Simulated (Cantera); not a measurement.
Feed: 1 mol HMDSO, 6.2 mol CO₂, 1.9 mol N₂O, at 1475 K and 34.0 Pa.

These are equilibrium values from Cantera (NASA tables, ideal gas, pure condensed phases), not measurements of a reactor. Candidate condensed phases: C, C₆H₆, C₇H₈, C₈H₁₈, H₂O, Si, SiC, SiO₂, Si₂N₂O, Si₃N₄; 151 gas species. The feed counts by its element totals alone. The tables hold silica as quartz up to 1696 K and as liquid above; real silica turns to tridymite and cristobalite and melts near 1996 K. Rates play no part.

Base state: CO 0.508, H₂ 0.375, N₂ 0.0791, SiO 0.0375, H 0.000431, H₂O 2.41e-5, CO₂ 1.32e-5 (mole fractions); condensed: SiO₂(β-quartz).

What changes in the equilibrium state with this change: N₂O from 1.9 to 0.81 mol?


```json
[
 {"species": "CO", "before": "0.508", "after": "0.508"},
 {"species": "H₂", "before": "0.375", "after": "0.375"},
 {"species": "SiO", "before": "0.0375", "after": "0.0829"},
 {"species": "N₂", "before": "0.0791", "after": "0.0337"},
 {"species": "CO₂", "before": "1.32e-5", "after": "5.96e-6"},
 {"species": "H₂O", "before": "2.41e-5", "after": "1.09e-5"},
 {"species": "H", "before": "0.000431", "after": "0.000431"},
 {"species": "SiO₂(β-quartz), mol", "before": "1.10", "after": "0.00963"}
]
```
